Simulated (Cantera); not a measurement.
A Cantera script and its output.

```python
import numpy as np
import cantera as ct

gas = ct.Solution("gri30.yaml")
gas.TPX = 1523, 330000, {'CH4': 1, 'H2O': 0.4}
reactor = ct.IdealGasConstPressureReactor(gas, energy="off", clone=False)
net = ct.ReactorNet([reactor])
net.rtol, net.atol = 1e-08, 1e-18
show = ['CH4', 'H2O', 'CO', 'HCO', 'C2H2', 'CH2']
times = np.geomspace(0.0004, 4, 13)

steps = ct.SolutionArray(gas, extra=["t"])
rows = []
print(f"{'t/s':>10s}{'T/K':>9s}{'P/Pa':>11s}" + "".join(f"{s:>11s}" for s in show))
for t in times:
    while net.time < t:
        t_next = net.step()
        steps.append(gas.state, t=t_next)
    rows.append([np.interp(t, steps.t, y) for y in (steps.T, steps.P, *steps(*show).X.T)])
    print(f"{t:10.3e}{rows[-1][0]:9.1f}{rows[-1][1]:11.4g}" + "".join(f"{x:11.3e}" for x in rows[-1][2:]))
rate = np.gradient(steps.T, steps.t)
print("integrator steps:", len(steps.t))
if steps.T.max() > steps.T[0] + 200:
    print(f"time of steepest temperature rise: {steps.t[rate.argmax()]:.4e} s")
gas.TPX = 1523, 330000, {'CH4': 1, 'H2O': 0.4}
gas.equilibrate("TP")
print(f"equilibrium (TP): T = {gas.T:.1f} K  " + "  ".join(f"{s} {gas[s].X[0]:.3e}" for s in show))
```

Output:

```
       t/s      T/K       P/Pa        CH4        H2O         CO        HCO       C2H2        CH2
 4.000e-04   1523.0    3.3e+05  7.123e-01  2.856e-01  1.029e-07  1.476e-11  2.072e-06  1.689e-09
 8.618e-04   1523.0    3.3e+05  7.096e-01  2.855e-01  7.167e-07  4.815e-11  1.816e-05  2.464e-09
 1.857e-03   1523.0    3.3e+05  7.030e-01  2.850e-01  4.795e-06  1.397e-10  1.726e-04  3.549e-09
 4.000e-03   1523.0    3.3e+05  6.865e-01  2.831e-01  2.441e-05  2.532e-10  1.432e-03  4.178e-09
 8.618e-03   1523.0    3.3e+05  6.502e-01  2.777e-01  8.019e-05  2.470e-10  7.846e-03  3.862e-09
 1.857e-02   1523.0    3.3e+05  5.844e-01  2.667e-01  2.186e-04  1.929e-10  2.576e-02  3.488e-09
 4.000e-02   1523.0    3.3e+05  4.876e-01  2.500e-01  6.065e-04  1.509e-10  5.343e-02  3.315e-09
 8.618e-02   1523.0    3.3e+05  3.706e-01  2.301e-01  1.638e-03  1.443e-10  8.192e-02  3.285e-09
 1.857e-01   1523.0    3.3e+05  2.639e-01  2.103e-01  4.247e-03  2.295e-10  1.035e-01  3.440e-09
 4.000e-01   1523.0    3.3e+05  2.162e-01  1.940e-01  1.052e-02  5.072e-10  1.089e-01  3.448e-09
 8.618e-01   1523.0    3.3e+05  2.127e-01  1.749e-01  2.299e-02  1.036e-09  1.009e-01  3.059e-09
 1.857e+00   1523.0    3.3e+05  2.128e-01  1.456e-01  4.401e-02  1.947e-09  8.711e-02  2.486e-09
 4.000e+00   1523.0    3.3e+05  2.098e-01  1.075e-01  7.373e-02  3.308e-09  6.979e-02  1.878e-09
integrator steps: 1304
equilibrium (TP): T = 1523.0 K  CH4 1.746e-01  H2O 8.109e-06  CO 1.696e-01  HCO 8.284e-09  C2H2 2.726e-02  CH2 8.038e-10
```

Detailed kinetics in Cantera: GRI-Mech 3.0 (53 species, 325 reactions). GRI-Mech 3.0 stops at C3 and has no aromatics, soot or wall deposition, so with more carbon than oxygen in the feed, carbon stays in small species such as C2H2 where larger ones or solid carbon would form.
